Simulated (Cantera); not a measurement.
Cantera run:

```python
import numpy as np
import cantera as ct

gas_names = """
    Cu CuF CuF2 Cu2 F F2 N NF NF2 NF3 N2
""".split()
cond_names = """
    Cu(cr) Cu(L) CuF2(s) CuF2(L)
""".split()


# ... load() reads the species with a 1 bar reference pressure and builds the phases ...
atoms = {
    'Cu': {'Cu': 1},
    'F2': {'F': 2},
    'N2': {'N': 2},
}
top_T = {}  # K; cautious upper limits of use, not melting points


# ... equilibrate(T, P, feed) seeds the gas with the atoms and calls Mixture.equilibrate('TP', solver="vcs", rtol=1e-11, max_steps=5000) ...
results = []
feed = {'Cu': 1, 'F2': 2.2, 'N2': 16}  # mol
P = 1333.22  # Pa
for T in [473, 573, 673, 773, 873, 973, 1073, 1173, 1273, 1373, 1473]:
    mix = equilibrate(T, P, feed)
    results.append((T, P, feed, dict(zip(mix.species_names, mix.species_moles))))

top = {s: max(r[3][s] / sum(r[3][g] for g in gas_names) for r in results) for s in gas_names}
cols = sorted((s for s in top if top[s] > 0.0001), key=lambda s: -top[s])[:5]
seen = [c for c in cond_names if any(r[3].get(c, 0) > 1e-12 for r in results)]
print("log10 of partial pressures in bar; condensed amounts in mol")
print(f"{'T/K':>10s}" + "".join(f"{s[:9]:>10s}" for s in cols + seen))
for T, P, feed, n in results:
    ng = sum(n[g] for g in gas_names)
    print(f"{T:10.4g}" + "".join(f"{np.log10(max(n[s] / ng * P / 1e5, 1e-99)):10.3f}" for s in cols)
          + "".join(f"{n.get(c, 0):10.4g}" for c in seen))
```

Result:

```
log10 of partial pressures in bar; condensed amounts in mol
       T/K        N2         F        F2      CuF2       NF3   CuF2(s)
       473    -1.897    -8.903    -6.327   -20.221    -3.187         1
       573    -1.897    -6.503    -4.637   -15.071    -3.198         1
       673    -1.900    -4.859    -3.548   -11.487    -3.350         1
       773    -1.908    -3.836    -3.139    -8.860    -4.057         1
       873    -1.916    -3.239    -3.213    -6.858    -5.182    0.9998
       973    -1.927    -2.910    -3.566    -5.288    -6.514     0.993
      1073    -1.937    -2.796    -4.163    -4.027    -8.060      0.87
      1173    -1.958    -2.790    -4.836    -3.162    -9.612         0
      1273    -1.959    -2.785    -5.406    -3.163   -10.912         0
      1373    -1.959    -2.783    -5.900    -3.163   -12.031         0
      1473    -1.959    -2.783    -6.330    -3.164   -12.999         0
```

Cantera equilibrium calculation (NASA polynomials, part measured and part estimated; ideal gas, pure solids and liquids).
